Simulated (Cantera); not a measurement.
Low-pressure radical oxidation in H2/O2

An isothermal, constant-pressure homogeneous reactor starts with 0.666 % H2, 99.3 % O2, equivalence ratio 0.0034, at 1200 K and 0.0133 bar.

Model: the H2/O2 subset of GRI-Mech 3.0, which has no nitrogen chemistry, integrated in Cantera. Radical loss at walls, strong at low pressure, is not modelled.

| t (s) | x H2 | x O2 | x H2O2 | x H | x O | x H2O |
|---|---|---|---|---|---|---|
| 1.00e-5 | 0.00666 | 0.993 | <1e-12 | 5.41e-11 | 6.69e-12 | <1e-12 |
| 3.15e-5 | 0.00666 | 0.993 | <1e-12 | 1.36e-10 | 5.67e-11 | 1.28e-12 |
| 9.92e-5 | 0.00666 | 0.993 | <1e-12 | 2.51e-10 | 3.79e-10 | 2.86e-11 |
| 0.000312 | 0.00666 | 0.993 | <1e-12 | 4.12e-10 | 1.95e-9 | 4.72e-10 |
| 0.000984 | 0.00666 | 0.993 | 1.56e-12 | 1.22e-9 | 1.20e-8 | 7.28e-9 |
| 0.00310 | 0.00666 | 0.993 | 1.50e-11 | 2.19e-8 | 2.81e-7 | 2.85e-7 |
| 0.00976 | 0.00490 | 0.992 | 2.23e-8 | 0.000114 | 0.00122 | 0.00134 |
| 0.0307 | 1.86e-5 | 0.988 | 1.23e-8 | 0.000183 | 0.00549 | 0.00629 |
| 0.0968 | 1.48e-5 | 0.989 | 1.19e-8 | 0.000129 | 0.00434 | 0.00635 |
| 0.305 | 8.17e-6 | 0.991 | 1.09e-8 | 5.24e-5 | 0.00238 | 0.00646 |
| 0.960 | 2.47e-6 | 0.993 | 8.01e-9 | 8.64e-6 | 0.000711 | 0.00657 |
| 3.02 | 4.34e-7 | 0.993 | 3.66e-9 | 6.40e-7 | 0.000125 | 0.00664 |
| 9.53 | 6.36e-8 | 0.993 | 9.81e-10 | 3.62e-8 | 1.84e-5 | 0.00666 |
| 30.0 | 1.05e-8 | 0.993 | 2.13e-10 | 2.46e-9 | 3.06e-6 | 0.00667 |
x: mole fraction; the columns are a selection and need not sum to one.

Equilibrium at this temperature and pressure: H2 7.42e-10, O2 0.993, H2O2 1.84e-11, H 4.69e-11, O 2.18e-7, H2O 0.00668 (gas phase only).
